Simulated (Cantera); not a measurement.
Cantera run:

```python
import numpy as np
import cantera as ct

gas_names = """
    C CH CH2 CH3 CH2OH CH3O CH4 CH3OH CN CO CO2 COOH C2 C2H CHCO,ketyl C2H2,acetylene C2H2,vinylidene
    CH2CO,ketene C2H3,vinyl CH3CN CH3CO,acetyl C2H4 C2H4O,ethylen CH3CHO,ethanal CH3COOH (HCOOH)2 C2H5
    C2H6 CH3OCH3 C2H5OH CCN CNC C2N2 C2O C3 C3H3,propargyl C3H4,allene C3H4,propyne C3H4,cyclo-
    C3H5,allyl C3H6,propylene C3H6,cyclo- C3H6O C3H7,n-propyl C3H7,i-propyl C3H8 C3H8O,1propanol
    C3H8O,2propanol C3O2 C4 C4H2 C4H4,1,3-cyclo- C4H6,butadiene C4H6,2-butyne C4H6,cyclo- C4H8,1-butene
    C4H8,cis2-buten C4H8,tr2-butene C4H8,isobutene C4H8,cyclo- (CH3COOH)2 C4H9,n-butyl C4H9,i-butyl
    C4H9,s-butyl C4H9,t-butyl C4H10,isobutane C4H10,n-butane C4N2 C5 C5H6,1,3cyclo- C5H8,cyclo-
    C5H10,1-pentene C5H10,cyclo- C5H11,pentyl C5H11,t-pentyl C5H12,n-pentane C5H12,i-pentane
    CH3C(CH3)2CH3 C6H2 C6H5,phenyl C6H5O,phenoxy C6H6 C6H5OH,phenol C6H10,cyclo- C6H12,1-hexene
    C6H12,cyclo- C6H13,n-hexyl C7H7,benzyl C7H8 C7H8O,cresol C7H14,1-heptene C7H15,n-heptyl
    C7H16,n-heptane C8H8,styrene C8H10,ethylbenz C8H16,1-octene C8H17,n-octyl C8H18,isooctane
    C8H18,n-octane C9H19,n-nonyl C10H8,naphthale C10H21,n-decyl C12H9,o-bipheny C12H10,bipheny H HCN HCO
    HCCN HNC HNCO HNO HNO2 HNO3 HO2 H2 HCHO,formaldehy HCOOH H2O H2O2 N NCO NH NH2 NH3 NH2OH NO NO2 NO3
    N2 N2H2 N2H4 N2O O OH O2 O3 Si SiC SiC2 SiC4H12 SiH SiH2 SiH3 SiH4 SiN SiO SiO2 Si2 Si2C Si2N Si3
""".split()
cond_names = """
    C(gr) C6H6(L) C7H8(L) C8H18(L),n-octa H2O(s) H2O(L) Si(cr) Si(L) SiC(b) SiO2(Lqz) SiO2(hqz) SiO2(L)
    Si2N2O(s) Si3N4(a)
""".split()


def load(file, names, dense=False):
    # The tables refer to 1 bar. Condensed volumes are neglected.
    table = {s.name: s for s in ct.Species.list_from_file(file)}
    out = []
    for n in names:
        d = dict(table[n].input_data)
        d["thermo"] = dict(d["thermo"], **{"reference-pressure": 1e5})
        if dense:
            d["equation-of-state"] = {"model": "constant-volume", "density": "1e6 g/cm^3"}
        out.append(ct.Species.from_dict(d))
    return out


gas = ct.Solution(thermo="ideal-gas", species=load("nasa_gas.yaml", gas_names))
cond = {s.name: ct.Solution(thermo="fixed-stoichiometry", species=[s], name=s.name)
        for s in load("nasa_condensed.yaml", cond_names, dense=True)}
atoms = {
    'SiC': {'Si': 1, 'C': 1},
    'H2O': {'H': 2, 'O': 1},
    'N2': {'N': 2},
}
top_T = {'C(gr)': 4500, 'SiC(b)': 3050, 'Si2N2O(s)': 2100, 'Si3N4(a)': 2400}  # K; cautious upper limits of use, not melting points


def equilibrate(T, P, feed):
    n = {}
    for name, mol in feed.items():
        for a, k in atoms[name].items():
            n[a] = n.get(a, 0.0) + k * mol
    gas.TPX = T, P, n
    mass = sum(n.values()) * gas.mean_molecular_weight
    gas.equilibrate("TP")
    valid = [c for c in cond.values() if c.min_temp <= T <= top_T.get(c.name, c.max_temp)]
    mix = ct.Mixture([(gas, mass / gas.mean_molecular_weight)] + [(c, 0.0) for c in valid])
    mix.T, mix.P = T, P
    mix.equilibrate("TP", solver="vcs", rtol=1e-11, max_steps=5000)
    return mix


results = []
feed = {'SiC': 1, 'H2O': 0.07, 'N2': 810}  # mol
P = 310000  # Pa
for T in [1298, 1373, 1448, 1523, 1598, 1673, 1748, 1823, 1898, 1973]:
    mix = equilibrate(T, P, feed)
    results.append((T, P, feed, dict(zip(mix.species_names, mix.species_moles))))
    x = sorted(zip(gas.X, gas.species_names), reverse=True)
    print(f"T = {T:g} K  P = {P:g} Pa  gas = {mix.phase_moles(0):.4g} mol")
    print("   x: " + "  ".join(f"{s} {v:.3e}" for v, s in x if v > 1e-06))
    print("   condensed (mol): " + ("  ".join(f"{mix.phase(i).name} {mix.phase_moles(i):.4g}"
          for i in range(1, mix.n_phases) if mix.phase_moles(i) > 1e-12) or "none"))
```

Output:

```
T = 1298 K  P = 310000 Pa  gas = 809.4 mol
   x: N2 9.999e-01  H2 8.553e-05  HCN 1.879e-06
   condensed (mol): C(gr) 0.9979  Si2N2O(s) 0.06943  Si3N4(a) 0.287
T = 1373 K  P = 310000 Pa  gas = 809.4 mol
   x: N2 9.999e-01  H2 8.463e-05  CO 3.692e-06  HCN 3.651e-06
   condensed (mol): C(gr) 0.994  Si2N2O(s) 0.06701  Si3N4(a) 0.2887
T = 1448 K  P = 310000 Pa  gas = 809.4 mol
   x: N2 9.999e-01  H2 8.311e-05  CO 1.632e-05  HCN 6.590e-06
   condensed (mol): C(gr) 0.9814  Si2N2O(s) 0.05679  Si3N4(a) 0.2955
T = 1523 K  P = 310000 Pa  gas = 809.5 mol
   x: N2 9.998e-01  H2 8.074e-05  CO 6.212e-05  HCN 1.114e-05
   condensed (mol): C(gr) 0.9405  Si2N2O(s) 0.01971  Si3N4(a) 0.3202
T = 1598 K  P = 310000 Pa  gas = 809.5 mol
   x: N2 9.998e-01  CO 8.643e-05  H2 7.726e-05  HCN 1.777e-05
   condensed (mol): C(gr) 0.9153  Si3N4(a) 0.3333
T = 1673 K  P = 310000 Pa  gas = 809.5 mol
   x: N2 9.998e-01  CO 8.636e-05  H2 7.241e-05  HCN 2.682e-05
   condensed (mol): C(gr) 0.9077  Si3N4(a) 0.3333
T = 1748 K  P = 310000 Pa  gas = 809.5 mol
   x: N2 9.998e-01  CO 8.623e-05  H2 6.608e-05  HCN 3.844e-05  HNC 1.293e-06  H 1.055e-06
   condensed (mol): C(gr) 0.8978  Si3N4(a) 0.3333
T = 1823 K  P = 310000 Pa  gas = 809.5 mol
   x: N2 9.998e-01  CO 8.599e-05  H2 5.830e-05  HCN 5.236e-05  HNC 2.091e-06  H 1.879e-06
   condensed (mol): C(gr) 0.8858  Si3N4(a) 0.3332
T = 1898 K  P = 310000 Pa  gas = 810.1 mol
   x: N2 9.998e-01  CO 8.504e-05  H2 5.877e-05  HCN 4.954e-05  H 3.403e-06  HNC 2.316e-06  SiO 1.377e-06
   condensed (mol): SiC(b) 0.8886  Si3N4(a) 0.03667
T = 1973 K  P = 310000 Pa  gas = 810.1 mol
   x: N2 9.998e-01  CO 8.277e-05  H2 5.945e-05  HCN 4.552e-05  H 5.909e-06  SiO 3.637e-06  HNC 2.462e-06  Si 1.131e-06
   condensed (mol): SiC(b) 0.8935  Si3N4(a) 0.034
```

Equilibrium computed with Cantera from the NASA thermochemical tables; the gas is ideal and each condensed phase is pure. N2 is the only nitrogen source here; it is nearly inert below about 1500 K, so the nitride shown seldom forms there in practice. Mutual solubility and eutectic melting of coexisting phases are not modelled.
